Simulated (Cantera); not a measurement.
Feed: 1 mol Si₃H₈, 0.43 mol Cl₂, 9.5 mol N₂, at 1175 K and 0.0730 bar.

Method: chemical equilibrium by Gibbs-energy minimisation in Cantera with the NASA 1993 tables (ideal gas, pure condensed phases). Candidate condensed phases: NH₄Cl, Si, Si₃N₄; 28 gas species. The feed counts by its element totals alone. N₂ is the only nitrogen source here; it is nearly inert below about 1500 K, so the nitride shown seldom forms there in practice. Kinetics and transport are ignored.

### Question
What is the equilibrium state?

### Answer
| Item | Value |
|---|---|
| x(N₂) | 0.629 |
| x(H₂) | 0.299 |
| x(HCl) | 0.0720 |
| x(SiCl₄) | 2.85e-5 |
| x(SiHCl₃) | 2.80e-6 |
| x(SiCl₃) | 2.22e-6 |
| x(NH₃) | 2.04e-6 |
| x(SiCl₂) | 1.69e-6 |
| n(Si₃N₄(s)) | 1.000 mol |
| gas amount | 11.93 mol |
| log10 activity of Si(s) (absent) | -4.37 |
